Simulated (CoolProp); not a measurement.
Vapour-liquid equilibrium of acetone (1) + toluene (2) at 0.0325 MPa; x and y are mole fractions of (1).

The numbers come from the multi-fluid Helmholtz-energy mixture model, Lemmon 2006 and Lemmon 2006; pair parameters Bell 2016 in CoolProp.

### Question
Give the bubble temperature and the first vapour's composition at x = 0.575, 0.65, 0.725. Is there an azeotrope?

### Answer
x = 0.575: 34.8 °C, y = 0.896; x = 0.65: 33.1 °C, y = 0.916; x = 0.725: 31.6 °C, y = 0.935. No azeotrope shows between x = 0.05 and 0.95.

Pair parameters are fitted to limited data, so mixtures are less certain than the pure fluids.
